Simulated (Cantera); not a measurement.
Charge: 1 mol B2O3, 17 mol HF, 5.3 mol O2, 18 mol Cl2, held at 1550 °C and 3.40 Pa.

Equilibrium computed with Cantera from the NASA thermochemical tables; the gas is ideal and each condensed phase is pure. Candidate condensed phases: B, B2O3, B3O3H3, H2O; 56 gas species. Kinetics and transport are ignored.

Base state: Cl 0.576, HF 0.253, O2 0.0939, BOF 0.0337, HCl 0.0337, O 0.00794, F 0.00106, OH 0.000461 (mole fractions); condensed: gas only.

Q: What changes in the equilibrium state with this change: pressure from 3.40 Pa to 10.0 mbar?

A: 
```
species    before    after
-------  --------  -------
Cl          0.576    0.523
HF          0.253    0.227
O2         0.0939    0.114
HCl        0.0337   0.0775
BF3       8.18e-5   0.0208
Cl2       9.10e-5   0.0221
BOF        0.0337   0.0150
H        0.000247  2.13e-6
ClF       3.20e-7  3.03e-5
BOF2      5.63e-7  2.60e-5
H2        1.10e-5  2.41e-7
```

Q: What changes in the equilibrium state with this change: temperature from 1550 °C to 1602 °C?

A: 
```
species    before     after
-------  --------  --------
Cl          0.576     0.575
HF          0.253     0.252
O2         0.0939    0.0911
O         0.00794    0.0125
HCl        0.0337    0.0330
BOF        0.0337    0.0337
H        0.000247  0.000550
H2        1.10e-5   2.39e-5
BF3       8.18e-5   3.92e-5
```
